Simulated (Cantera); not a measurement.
An isothermal, constant-pressure homogeneous reactor starts with 17.1 % H₂, 28.6 % O₂, 54.3 % N₂, equivalence ratio 0.30, at 950 K and 0.470 bar.

Computed with Cantera and the H2/O2 subset of GRI-Mech 3.0, which has no nitrogen chemistry. The temperature is held fixed by assumption; the heat of reaction is taken as removed at once.

x: mole fraction; the columns are a selection and need not sum to one.

| t (s) | x H₂ | x O₂ | x O | x H₂O₂ | x HO₂ |
|---|---|---|---|---|---|
| 0.000100 | 0.171 | 0.286 | 5.70e-10 | 2.86e-12 | 3.31e-9 |
| 0.000562 | 0.118 | 0.264 | 0.00157 | ___ | 0.000134 |
| 0.00316 | 0.0405 | 0.234 | 4.01e-7 | ___ | 5.54e-5 |
| 0.0178 | 0.0390 | 0.234 | 7.34e-7 | ___ | 6.41e-5 |
| 0.100 | 0.0254 | 0.228 | 9.46e-7 | ___ | 6.75e-5 |
| 0.562 | 0.00295 | 0.220 | 3.49e-7 | ___ | 2.09e-5 |
| 3.16 | 9.71e-5 | 0.219 | 5.79e-9 | ___ | 1.38e-6 |
| 17.8 | 7.39e-6 | 0.219 | 9.81e-11 | ___ | 1.39e-7 |
| 100 | 3.20e-8 | 0.219 | 1.87e-12 | 1.94e-11 | 2.87e-9 |

Some entries are withheld; supply them.


- 0.000562, x H₂O₂: 5.67e-6
- 0.00316, x H₂O₂: 0.000135
- 0.0178, x H₂O₂: 0.000301
- 0.100, x H₂O₂: 0.000548
- 0.562, x H₂O₂: 7.68e-5
- 3.16, x H₂O₂: 3.86e-7
- 17.8, x H₂O₂: 4.48e-9
